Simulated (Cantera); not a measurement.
An isothermal, constant-pressure homogeneous reactor starts with 16.9 % N2O, 0.388 % H2, 82.7 % N2, at 1050 K and 105 Torr.

Cantera simulation using GRI-Mech 3.0 (53 species, 325 reactions); the numbers are that mechanism's predictions, not measurements. GRI-Mech 3.0 was tuned for natural gas; its chemistry of N2O as a main component is partial and can be far from experiment. The mechanism lacks the step 2 NO + O2 → 2 NO2, which can matter for NO2 below about 1400 K. The temperature is held fixed by assumption; the heat of reaction is taken as removed at once.

x: mole fraction; the columns are a selection and need not sum to one.

```csv
t (s),x N2O,x H2,x H2O2,x O,x H,x NO2,x NO
0.000100,0.169,0.00388,<1e-12,2.30e-8,1.98e-9,<1e-12,3.01e-10
0.000555,0.169,0.00388,<1e-12,6.24e-8,3.49e-8,<1e-12,6.43e-9
0.00308,0.169,0.00388,1.05e-11,7.01e-8,2.73e-7,3.01e-12,9.46e-8
0.0171,0.169,0.00374,1.08e-9,7.43e-8,1.16e-6,2.46e-9,1.54e-6
0.0949,0.167,?,?,?,?,?,?
0.527,0.165,0.000226,2.48e-9,1.19e-7,6.66e-8,1.28e-6,2.81e-5
2.92,0.163,9.88e-7,4.62e-10,1.19e-7,2.81e-10,1.38e-5,8.27e-5
16.2,0.156,1.80e-9,3.74e-10,1.15e-7,1.36e-10,2.45e-5,0.000418
90.0,?,1.66e-9,3.94e-10,1.10e-7,1.42e-10,2.50e-5,?
```

Some entries are withheld; supply them.


- 0.0949, x H2: 0.00223
- 0.0949, x H2O2: 4.95e-9
- 0.0949, x O: 1.00e-7
- 0.0949, x H: 1.37e-6
- 0.0949, x NO2: 3.59e-8
- 0.0949, x NO: 1.16e-5
- 90.0, x N2O: 0.120
- 90.0, x NO: 0.00200
